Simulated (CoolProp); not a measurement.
Values from CoolProp's reference Helmholtz-energy equation of state, Akasaka 2023.

Q: Give the vapour pressure (MPa), liquid density (kg/m³), enthalpy of vaporisation (kJ/kg), liquid cp (kJ/(kg K)) of saturated R1336mzz(E) at 5.35, 51.45, 74.45 °C.

A: 
```csv
T (°C),p (MPa),liquid density (kg/m³),enthalpy of vaporisation (kJ/kg),liquid cp (kJ/(kg K))
5.35,0.0914,1380,155,1.22
51.45,0.449,1240,129,1.29
74.45,0.830,1150,112,1.36
```
